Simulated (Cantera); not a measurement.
A closed system holds: 1 mol FeS2, 0.052 mol H2S, 2.2 mol H2O, at 100000 Pa.

These are equilibrium values from Cantera (NASA tables, ideal gas, pure condensed phases), not measurements of a reactor. Candidate condensed phases: Fe, FeO, Fe(OH)2, Fe(OH)3, FeS, FeSO4, FeS2, Fe2O3, Fe2(SO4)3, Fe3O4, H2O, H2SO4, S; 22 gas species. FeS: taken at fixed stoichiometry. Equilibrium is a limit: real reactors are often held back by kinetics, nucleation or transport.

Problem. At 1748 K, list the 4 most abundant gas species with their mole fractions, and the condensed phases.

Solution. H2O 0.612, H2 0.128, S2 0.111, SO2 0.0798. Condensed: FeS(l).
